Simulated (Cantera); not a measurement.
Charge: 1 mol Si2H6, 280 mol N2, equilibrated at 1.00 Torr.

These are equilibrium values from Cantera (NASA tables, ideal gas, pure condensed phases), not measurements of a reactor. Candidate condensed phases: Si, Si3N4; 18 gas species. The feed counts by its element totals alone. N2 is the only nitrogen source here; it is nearly inert below about 1500 K, so the nitride shown seldom forms there in practice. The numbers say what is thermodynamically allowed, not how fast it happens.

Which condensed phases are stable at each of these points (T (°C)): 652, 727, 802, 877, 952, 1027, 1102, 1177, 1252, 1327, 1402, 1477?


| T (°C) | condensed phases | Si condensed (%) |
|---|---|---|
| 652 | Si3N4(s) | 100.0 |
| 727 | Si3N4(s) | 100.0 |
| 802 | Si3N4(s) | 100.0 |
| 877 | Si3N4(s) | 100.0 |
| 952 | Si3N4(s) | 100.0 |
| 1027 | Si3N4(s) | 100.0 |
| 1102 | Si3N4(s) | 100.0 |
| 1177 | Si3N4(s) | 100.0 |
| 1252 | Si3N4(s) | 100.0 |
| 1327 | Si3N4(s) | 99.6 |
| 1402 | Si3N4(s) | 95.7 |
| 1477 | Si(l) | 82.4 |

From 652 °C to 1402 °C the condensed part is Si3N4(s). At 1477 °C the condensed part is Si(l).
